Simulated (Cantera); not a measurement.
Feed: 1 mol Si, 8.4 mol HCl, equilibrated at 1548 K and 2.70 Torr.

Equilibrium computed with Cantera from the NASA thermochemical tables; the gas is ideal and each condensed phase is pure. Candidate condensed phases: Si; 19 gas species. The tables' values for SiCl3 are old estimates; treat these amounts as uncertain. The numbers say what is thermodynamically allowed, not how fast it happens.

Base state: HCl 0.734, H2 0.143, SiCl2 0.0902, SiCl3 0.0194, SiCl4 0.0117, Cl 0.000795, SiHCl3 0.000278, H 0.000194 (mole fractions); condensed: gas only.

Task: What changes in the equilibrium state with this change: temperature from 1548 K to 1173 K?

Result: 
| species | before | after |
|---|---|---|
| HCl | 0.734 | 0.602 |
| H2 | 0.143 | 0.264 |
| SiCl4 | 0.0117 | 0.127 |
| SiCl2 | 0.0902 | 0.00182 |
| SiCl3 | 0.0194 | 0.00484 |
| Cl | 0.000795 | 2.01e-6 |
| H | 0.000194 | 1.01e-6 |
| SiHCl3 | 0.000278 | 0.00129 |
